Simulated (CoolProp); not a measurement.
Properties of cyclohexane along the isobar 5.82 MPa (Tc = 553.6 K, pc = 4.081 MPa, ω = 0.209).

The numbers come from the reference Helmholtz-energy equation of state, Zhou 2014 in CoolProp.

| T (K) | phase | density (kg/m³) | isothermal compressibility (1/MPa) | expansivity (1/kK) |
|---|---|---|---|---|
| 547.8 | liquid | 464.1 | 0.03888 | 5.863 |
| 553.9 | supercritical | 446.4 | 0.05147 | 6.964 |
| 559.9 | supercritical | 426.2 | 0.07152 | 8.575 |
| 565.9 | supercritical | 402.0 | 0.1068 | 11.13 |
| 571.9 | supercritical | 371.7 | 0.1741 | 15.33 |
| 577.9 | supercritical | 333.3 | 0.2927 | 21.11 |
| 583.9 | supercritical | 290.1 | 0.4163 | 24.23 |
| 589.9 | supercritical | 251.9 | 0.4623 | 22.16 |
| 595.9 | supercritical | 223.2 | 0.4456 | 18.17 |
| 602 | supercritical | 202.0 | 0.4092 | 14.59 |
| 608 | supercritical | 186.6 | 0.3750 | 11.99 |
| 614 | supercritical | 174.7 | 0.3470 | 10.12 |
| 620 | supercritical | 165.1 | 0.3247 | 8.738 |
